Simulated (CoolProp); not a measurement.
Properties of hydrogen chloride along the isobar 11 MPa (Tc = 51.5 °C, pc = 8.314 MPa, ω = 0.130).

The numbers come from the reference Helmholtz-energy equation of state, Thol 2018 in CoolProp.

```json
[
 {"T (°C)": "-57.55", "phase": "liquid", "Z": "0.1976", "cp (kJ/(kg K))": "1.652", "cv (kJ/(kg K))": "0.9883", "speed of sound (m/s)": "1016", "expansivity (1/kK)": "2.233"},
 {"T (°C)": "-9.55", "phase": "liquid", "Z": "0.1835", "cp (kJ/(kg K))": "1.782", "cv (kJ/(kg K))": "0.9146", "speed of sound (m/s)": "785.6", "expansivity (1/kK)": "3.223"},
 {"T (°C)": "38.45", "phase": "liquid", "Z": "0.1941", "cp (kJ/(kg K))": "2.428", "cv (kJ/(kg K))": "0.8858", "speed of sound (m/s)": "497.6", "expansivity (1/kK)": "7.401"},
 {"T (°C)": "86.45", "phase": "supercritical", "Z": "0.5668", "cp (kJ/(kg K))": "2.884", "cv (kJ/(kg K))": "0.8868", "speed of sound (m/s)": "277.1", "expansivity (1/kK)": "15.34"},
 {"T (°C)": "134.45", "phase": "supercritical", "Z": "0.7595", "cp (kJ/(kg K))": "1.391", "cv (kJ/(kg K))": "0.6892", "speed of sound (m/s)": "331.2", "expansivity (1/kK)": "5.627"},
 {"T (°C)": "182.45", "phase": "supercritical", "Z": "0.8444", "cp (kJ/(kg K))": "1.111", "cv (kJ/(kg K))": "0.6276", "speed of sound (m/s)": "366.2", "expansivity (1/kK)": "3.742"},
 {"T (°C)": "230.45", "phase": "supercritical", "Z": "0.8942", "cp (kJ/(kg K))": "1.003", "cv (kJ/(kg K))": "0.6054", "speed of sound (m/s)": "394.0", "expansivity (1/kK)": "2.904"}
]
```

The peak of cp marks the crossing from liquid-like to gas-like fluid above the critical point.
